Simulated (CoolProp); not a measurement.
Vapour-liquid equilibrium of C2F6 (R116) (1) + propane (2) at -13.95 °C; x and y are mole fractions of (1).

Computed with CoolProp (multi-fluid Helmholtz-energy mixture model, Lemmon 2006 and Lemmon 2009; pair parameters Bell 2016).

```json
[
 {"x": "0.05", "bubble pressure (MPa)": "0.5272", "y at the bubble point": "0.420", "dew pressure at overall composition x (MPa)": "0.3188", "liquid density (mol/L)": "12.19"},
 {"x": "0.125", "bubble pressure (MPa)": "0.7475", "y at the bubble point": "0.593", "dew pressure at overall composition x (MPa)": "0.3469", "liquid density (mol/L)": "11.86"},
 {"x": "0.2", "bubble pressure (MPa)": "0.8751", "y at the bubble point": "0.657", "dew pressure at overall composition x (MPa)": "0.3803", "liquid density (mol/L)": "11.54"},
 {"x": "0.275", "bubble pressure (MPa)": "0.9503", "y at the bubble point": "0.689", "dew pressure at overall composition x (MPa)": "0.4204", "liquid density (mol/L)": "11.23"},
 {"x": "0.35", "bubble pressure (MPa)": "0.9987", "y at the bubble point": "0.709", "dew pressure at overall composition x (MPa)": "0.4697", "liquid density (mol/L)": "10.92"},
 {"x": "0.425", "bubble pressure (MPa)": "1.035", "y at the bubble point": "0.726", "dew pressure at overall composition x (MPa)": "0.5316", "liquid density (mol/L)": "10.63"},
 {"x": "0.5", "bubble pressure (MPa)": "1.068", "y at the bubble point": "0.743", "dew pressure at overall composition x (MPa)": "0.6113", "liquid density (mol/L)": "10.35"},
 {"x": "0.575", "bubble pressure (MPa)": "1.101", "y at the bubble point": "0.762", "dew pressure at overall composition x (MPa)": "0.7173", "liquid density (mol/L)": "10.09"},
 {"x": "0.65", "bubble pressure (MPa)": "1.134", "y at the bubble point": "0.786", "dew pressure at overall composition x (MPa)": "0.8605", "liquid density (mol/L)": "9.850"},
 {"x": "0.725", "bubble pressure (MPa)": "1.167", "y at the bubble point": "0.816", "dew pressure at overall composition x (MPa)": "1.033", "liquid density (mol/L)": "9.635"},
 {"x": "0.8", "bubble pressure (MPa)": "1.199", "y at the bubble point": "0.853", "dew pressure at overall composition x (MPa)": "1.151", "liquid density (mol/L)": "9.446"},
 {"x": "0.875", "bubble pressure (MPa)": "1.226", "y at the bubble point": "0.899", "dew pressure at overall composition x (MPa)": "1.213", "liquid density (mol/L)": "9.285"},
 {"x": "0.95", "bubble pressure (MPa)": "1.246", "y at the bubble point": "0.956", "dew pressure at overall composition x (MPa)": "1.244", "liquid density (mol/L)": "9.151"}
]
```

No azeotrope shows between x = 0.05 and 0.95.

The pair parameters rest on a limited set of measurements; away from them the model extrapolates. With so large a gap from Raoult's law the liquid may split in two, which this calculation doesn't test in full.
